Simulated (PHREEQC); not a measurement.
Dissolve 1 mol/kgw KCl, 0.35 mol/kgw BaCl2 and 3.5 mol/kgw NaCl at 20 °C. Closed to the air; pH follows from the charge balance.

The numbers come from PHREEQC with the Pitzer model, pitzer.dat.

Each row changes one thing in this solution. Precipitation was switched off in this run.

```tsv
case	SI of Halite (NaCl)	SI of Sylvite (KCl)
as made	-0.52	-0.57
BaCl2 from 0.35 to 0.035 mol/kgw	-0.59	-0.60
NaCl from 3.5 to 1.75 mol/kgw	-1.11	-0.78
BaCl2 from 0.35 to 0.315 mol/kgw	-0.53	-0.57
KCl from 1 to 0.5 mol/kgw	-0.58	-0.92
```
